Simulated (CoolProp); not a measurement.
A Linde-Hampson liquefier for dry air: isothermal reversible compression at 280 K from 1 atm to 5 MPa, throttling to 1 atm, return gas leaving the recuperator 2 K below the feed. Each further row changes one setting.

Computed with CoolProp (reference Helmholtz-energy equation of state, Lemmon 2000). It is a pseudo-pure fit of the blend.

```tsv
case	liquid yield per pass	compression work (kJ/kg of gas)
as stated	0.025	312
high pressure 10 MPa	(withheld)	(withheld)
warm-end temperature 310 K	(withheld)	(withheld)
warm-end gap 7 K	0.013	312
```

Some entries are withheld; supply them.


- high pressure 10 MPa, liquid yield per pass: 0.053
- high pressure 10 MPa, compression work (kJ/kg of gas): 366
- warm-end temperature 310 K, liquid yield per pass: 0.018
- warm-end temperature 310 K, compression work (kJ/kg of gas): 346
